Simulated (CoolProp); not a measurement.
A simple Rankine cycle with tetrahydrofuran: condensing at 297.15 K, boiler at 0.157 MPa, turbine inlet 368.2 K, turbine efficiency 0.9, pump efficiency 0.8, no recuperator. Each further row changes one setting.

Computed with CoolProp (reference Helmholtz-energy equation of state, Fiedler 2023).

```tsv
case	thermal efficiency (%)	net work (kJ/kg)	heat in (kJ/kg)	turbine exit temperature (K)	volume ratio over the turbine
as stated	13.1	69.0	528	309.0	6.54
turbine inlet 388.2 K	13.2	73.4	557	___	6.59
condensing temperature 289.15 K	___	___	542	298.5	9.12
boiler pressure 0.11 MPa	11.0	58.2	530	319.8	4.70
turbine efficiency 0.8	11.6	61.3	528	315.8	6.69
```

Fill in the missing entries.


- turbine inlet 388.2 K, turbine exit temperature (K): 329.7
- condensing temperature 289.15 K, thermal efficiency (%): 14.8
- condensing temperature 289.15 K, net work (kJ/kg): 80.1
